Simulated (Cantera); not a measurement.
# CuO + C + N₂ (carbothermic reduction)

A closed system holds: 1 mol CuO, 6.6 mol C, a varied amount of N₂, at 1100 K and 99000 Pa.

These are equilibrium values from Cantera (NASA tables, ideal gas, pure condensed phases), not measurements of a reactor. Candidate condensed phases: C, Cu, CuO, Cu₂O; 27 gas species. Kinetics and transport are ignored.

```tsv
n(N₂) (mol)	log p N₂	log p CO	log p CO₂	n C(graphite)	n Cu(s)
2.2	-0.16	-0.53	-2.11	5.62	1.00
3.7	-0.11	-0.69	-2.43	5.62	1.00
5.2	-0.08	-0.81	-2.67	5.61	1.00
6.7	-0.06	-0.90	-2.85	5.61	1.00
8.2	-0.05	-0.98	-3.01	5.61	1.00
9.7	-0.05	-1.04	-3.13	5.61	1.00
11	-0.04	-1.09	-3.23	5.61	1.00
13	-0.04	-1.16	-3.37	5.61	1.00
14	-0.03	-1.19	-3.42	5.61	1.00
16	-0.03	-1.24	-3.53	5.61	1.00
17	-0.03	-1.26	-3.58	5.60	1.00
19	-0.03	-1.31	-3.67	5.60	1.00
```
log p: log10 of the partial pressure in bar; n: condensed amount in mol.

From 2.2 mol N₂ to 19 mol N₂ the condensed part is C(graphite) + Cu(s).
